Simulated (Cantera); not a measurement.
A Cantera script and its output.

```python
import numpy as np
import cantera as ct

gas = ct.Solution("h2o2.yaml")
gas.TPX = 425, 33000, {'H2': 1, 'O2': 0.357, 'N2': 0.964}
flame = ct.FreeFlame(gas, width=0.087)
flame.set_refine_criteria(ratio=3, slope=0.08, curve=0.16)
flame.transport_model = "mixture-averaged"
flame.solve(loglevel=0, auto=True)
flame.transport_model = "multicomponent"
flame.soret_enabled = False
flame.solve(loglevel=0, refine_grid=True)
z, T = flame.grid, flame.T
thick = (T[-1] - T[0]) / np.gradient(T, z).max()
show = ['H2', 'O2', 'H', 'H2O2', 'O', 'OH']
print(f"laminar burning velocity  {flame.velocity[0] * 100:.3f} cm/s")
print(f"burnt temperature         {T[-1]:.1f} K")
print(f"thermal thickness         {thick * 1e3:.4f} mm")
print(f"grid points               {len(z)}")
z0 = z[flame.heat_release_rate.argmax()]
print(f"{'z/mm':>9s}{'T/K':>9s}{'u/(m/s)':>9s}" + "".join(f"{s:>11s}" for s in show))
rows = []
for k in (-3, -2, -1.5, -1, -0.5, -0.25, 0, 0.25, 0.5, 1, 2, 4, 8):
    zz = z0 + k * thick
    rows.append([k * thick, np.interp(zz, z, T), np.interp(zz, z, flame.velocity),
                 *(np.interp(zz, z, flame.X[gas.species_index(s)]) for s in show)])
    print(f"{rows[-1][0] * 1e3:9.3f}{rows[-1][1]:9.1f}{rows[-1][2]:9.3f}" + "".join(f"{x:11.3e}" for x in rows[-1][3:]))
```

It prints:

```
laminar burning velocity  552.336 cm/s
burnt temperature         2533.7 K
thermal thickness         1.6011 mm
grid points               140
     z/mm      T/K  u/(m/s)         H2         O2          H       H2O2          O         OH
   -4.803    425.0    5.523  4.308e-01  1.538e-01  1.478e-18 -3.329e-15  1.132e-16  9.482e-19
   -3.202    425.0    5.523  4.308e-01  1.538e-01  5.038e-16 -2.087e-15  2.533e-14  2.148e-16
   -2.402    425.0    5.523  4.308e-01  1.538e-01  3.184e-14  4.103e-14  6.683e-13  5.681e-15
   -1.601    425.0    5.523  4.308e-01  1.538e-01  2.122e-10  2.703e-11  1.693e-10  2.037e-12
   -0.801    430.6    5.591  4.300e-01  1.539e-01  3.425e-05  1.785e-06  1.824e-06  1.530e-05
   -0.400    663.6    8.475  4.019e-01  1.480e-01  8.817e-03  2.318e-05  2.156e-04  8.583e-04
    0.000   1168.9   14.330  2.491e-01  9.612e-02  7.465e-02  1.527e-06  6.709e-03  3.596e-03
    0.400   1486.2   17.956  1.256e-01  2.452e-02  1.197e-01  1.293e-06  1.108e-02  9.503e-03
    0.801   1616.6   19.386  1.134e-01  1.305e-02  1.155e-01  9.008e-07  1.052e-02  1.217e-02
    1.601   1759.3   20.889  1.190e-01  1.052e-02  9.969e-02  5.266e-07  9.622e-03  1.463e-02
    3.202   1919.9   22.525  1.256e-01  8.422e-03  8.158e-02  2.762e-07  8.077e-03  1.662e-02
    6.404   2086.4   24.160  1.308e-01  6.195e-03  6.363e-02  1.477e-07  6.098e-03  1.751e-02
   12.808   2245.3   25.664  1.345e-01  4.117e-03  4.728e-02  8.863e-08  4.083e-03  1.682e-02
```

Cantera simulation using the H2/O2 subset of GRI-Mech 3.0, which has no nitrogen chemistry; the numbers are that mechanism's predictions, not measurements. Burning velocities carry a grid error of a few per cent, more on coarse grids.
